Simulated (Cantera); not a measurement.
A perfectly stirred reactor is fed with C₂H₆ : N₂ : H₂O = 1 : 55 : 2 (molar parts), at 3.08 Torr; it is held at 1675 K, and followed from long to short residence time.

Cantera simulation using GRI-Mech 3.0 (53 species, 325 reactions); the numbers are that mechanism's predictions, not measurements. Radical loss at walls, strong at low pressure, is not modelled.

x: mole fraction; the columns are a selection and need not sum to one.

| τ (s) | x C₂H₆ | x H | x CH₂ | x C₂H₄ | x HCN | x CH₄ | x H₂ |
|---|---|---|---|---|---|---|---|
| 0.68 | 5.19e-5 | 0.000487 | 6.40e-6 | 0.000289 | ___ | 0.00223 | 0.0338 |
| 0.27 | 0.000123 | 0.000538 | 1.01e-5 | 0.000616 | ___ | 0.00272 | 0.0305 |
| 0.11 | 0.000283 | 0.000590 | 1.50e-5 | 0.00124 | ___ | 0.00322 | 0.0271 |
| 0.042 | 0.000686 | 0.000642 | 2.19e-5 | 0.00244 | ___ | 0.00358 | 0.0228 |
| 0.017 | 0.00156 | 0.000670 | 2.90e-5 | 0.00404 | ___ | 0.00344 | 0.0180 |
| 0.0065 | 0.00361 | 0.000637 | 3.38e-5 | 0.00535 | ___ | 0.00254 | 0.0119 |
| 0.0026 | 0.00735 | 0.000503 | 3.06e-5 | 0.00451 | ___ | 0.00128 | 0.00609 |
| 0.0010 | 0.0123 | 0.000267 | 1.68e-5 | 0.00175 | ___ | 0.000370 | 0.00177 |
| 0.00040 | 0.0154 | 7.28e-5 | 4.22e-6 | 0.000252 | ___ | 7.79e-5 | 0.000226 |
| 0.00016 | 0.0166 | 9.20e-6 | 4.35e-7 | 1.62e-5 | 4.13e-11 | 1.39e-5 | 1.20e-5 |

### Question
Fill in the missing entries.

### Answer

- 0.68, x HCN: 5.53e-5
- 0.27, x HCN: 3.99e-5
- 0.11, x HCN: 2.79e-5
- 0.042, x HCN: 1.82e-5
- 0.017, x HCN: 1.13e-5
- 0.0065, x HCN: 5.86e-6
- 0.0026, x HCN: 2.24e-6
- 0.0010, x HCN: 3.66e-7
- 0.00040, x HCN: 1.14e-8
